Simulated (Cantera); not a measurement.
Input: 1 mol Cu₂O, 92 mol H₂, 7.4 mol H₂O, equilibrated at 20.0 Pa.

These are equilibrium values from Cantera (NASA tables, ideal gas, pure condensed phases), not measurements of a reactor. Candidate condensed phases: Cu, CuO, Cu(OH)₂, Cu₂O, H₂O; 12 gas species. The numbers say what is thermodynamically allowed, not how fast it happens. All values below are at 1350 K.

Base state: H₂ 0.913, H₂O 0.0843, Cu 0.00245, H 0.000161 (mole fractions); condensed: Cu(s).

Problem. What changes in the equilibrium state with this change: pressure from 20.0 Pa to 0.200 bar?

Solution. 
```tsv
species	before	after
H₂	0.913	0.915
H₂O	0.0843	0.0845
H	0.000161	5.10e-6
Cu	0.00245	2.45e-6
Cu(s), mol	1.76	2.00
```
